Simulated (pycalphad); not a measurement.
Phase fractions of Mg-6.02Si-0.58Al (at.%)

All values are pycalphad results on the COST 507 light-alloy database (1999) (1 atm), not direct measurements. These are 1990s assessments: newer ones move some temperatures and phases. Phase fractions are per mole of atoms. Diffusion is slow at the low end, where real alloys seldom reach equilibrium.

| T (°C) | liquid | MG2SI | hcp | ALMG_GAMMA |
|---|---|---|---|---|
| 827 | 1.000 | - | - | - |
| 777 | 0.954 | 0.046 | - | - |
| 727 | 0.904 | 0.096 | - | - |
| 677 | (withheld) | (withheld) | - | - |
| 627 | 0.036 | 0.179 | 0.785 | - |
| 577 | - | 0.181 | 0.819 | - |
| 527 | - | 0.181 | 0.819 | - |
| 477 | - | 0.181 | 0.819 | - |
| 427 | - | 0.181 | 0.819 | - |
| 377 | - | 0.181 | 0.819 | - |
| 327 | - | 0.181 | 0.819 | - |
| 277 | - | 0.181 | 0.819 | - |
| 227 | - | 0.181 | 0.819 | - |
| 177 | - | 0.181 | 0.819 | - |
| 127 | - | 0.181 | 0.819 | - |
| 77 | - | 0.181 | 0.819 | trace |

What belongs in the gaps?


- 677, liquid: 0.871
- 677, MG2SI: 0.129

Database names, with the compositions (at.%) that they take in these runs: MG2SI: Mg 67 Si 33; ALMG_GAMMA: Mg 59 Al 41.
